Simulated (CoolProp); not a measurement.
A closed Brayton cycle with nitrogen: compressor inlet 320.15 K and 2.5 MPa, high pressure 5.51 MPa, turbine inlet 910 K, compressor efficiency 0.8, turbine efficiency 0.93, recuperator effectiveness 0.95 (on enthalpy, no pinch check). Each further row changes one setting.

Computed with CoolProp (reference Helmholtz-energy equation of state, Span 2000).

```json
[
 {"case": "as stated", "thermal efficiency (%)": "37.4", "net work (kJ/kg)": "75.6", "compressor to turbine work": "0.58", "compressor exit (K)": "421.9", "turbine exit (K)": "751.0"},
 {"case": "turbine inlet 860 K", "thermal efficiency (%)": "34.6", "net work (kJ/kg)": "65.5", "compressor to turbine work": "___", "compressor exit (K)": "421.9", "turbine exit (K)": "___"},
 {"case": "compressor inlet 330.15 K", "thermal efficiency (%)": "35.9", "net work (kJ/kg)": "___", "compressor to turbine work": "0.60", "compressor exit (K)": "___", "turbine exit (K)": "751.0"},
 {"case": "high pressure 4.68 MPa", "thermal efficiency (%)": "38.3", "net work (kJ/kg)": "65.0", "compressor to turbine work": "___", "compressor exit (K)": "___", "turbine exit (K)": "781.7"},
 {"case": "recuperator effectiveness 0.5", "thermal efficiency (%)": "___", "net work (kJ/kg)": "75.6", "compressor to turbine work": "0.58", "compressor exit (K)": "421.9", "turbine exit (K)": "751.0"}
]
```

### Question
Some entries are withheld; supply them.

### Answer

- turbine inlet 860 K, compressor to turbine work: 0.62
- turbine inlet 860 K, turbine exit (K): 708.4
- compressor inlet 330.15 K, net work (kJ/kg): 72.2
- compressor inlet 330.15 K, compressor exit (K): 435.0
- high pressure 4.68 MPa, compressor to turbine work: 0.56
- high pressure 4.68 MPa, compressor exit (K): 399.0
- recuperator effectiveness 0.5, thermal efficiency (%): 20.9
